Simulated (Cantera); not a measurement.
An adiabatic, constant-pressure homogeneous reactor starts with CO : H2 : CH4 : O2 : N2 : H2O = 1 : 0.79 : 0.12 : 2.77 : 10.4 : 2.6 (molar parts), at 1225 K and 1650 Torr. Integrator tolerance rtol = 1e-08.

Model: GRI-Mech 3.0 (53 species, 325 reactions), integrated in Cantera.

| quantity | before | after |
|---|---|---|
| time of steepest temperature rise | 98.6 µs | 2.70 ms |
| temperature at 2.00 s | 2059 K | 1939 K |
| equilibrium temperature | 2058 K | 1933 K |
| x(CO) at 2.00 s | 0.000312 (gas-phase equilibrium 0.000310) | 0.000113 (gas-phase equilibrium 0.000108) |
| x(H2) at 2.00 s | 0.000210 (gas-phase equilibrium 0.000209) | 8.41e-5 (gas-phase equilibrium 8.10e-5) |
| x(CH4) at 2.00 s | <1e-12 (gas-phase equilibrium <1e-12) | <1e-12 (gas-phase equilibrium <1e-12) |
| x(NO) at 2.00 s | 0.00479 (gas-phase equilibrium 0.00531) | 0.00113 (gas-phase equilibrium 0.00379) |
| x(OH) at 2.00 s | 0.00267 (gas-phase equilibrium 0.00266) | 0.00149 (gas-phase equilibrium 0.00144) |
| x(NO2) at 2.00 s | 7.46e-6 (gas-phase equilibrium 8.27e-6) | 2.17e-6 (gas-phase equilibrium 7.31e-6) |
| x(N2O) at 2.00 s | 3.90e-7 (gas-phase equilibrium 3.90e-7) | 2.84e-7 (gas-phase equilibrium 2.81e-7) |

Q: Name the change that produced these shifts.
A) initial temperature 1225 to 1075 K
B) H2 0.79 to 2 parts
C) initial temperature 1225 to 1700 K
D) N2 10.4 to 19 parts

A: A, initial temperature 1225 to 1075 K
